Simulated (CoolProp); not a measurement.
Vapour-liquid equilibrium of benzene (1) + n-heptane (2) at 66.65 °C; x and y are mole fractions of (1).

Model: multi-fluid Helmholtz-energy mixture model, Thol 2012 and Span 2003; pair parameters Bell 2016, in CoolProp.

Question: Give the bubble pressure and the first vapour's composition at x = 0.125, 0.5, 0.725. Is there an azeotrope?

Answer: x = 0.125: 0.04224 MPa, y = 0.252; x = 0.5: 0.05695 MPa, y = 0.656; x = 0.725: 0.06227 MPa, y = 0.801. No azeotrope shows between x = 0.05 and 0.95.

The pair parameters rest on a limited set of measurements; away from them the model extrapolates.
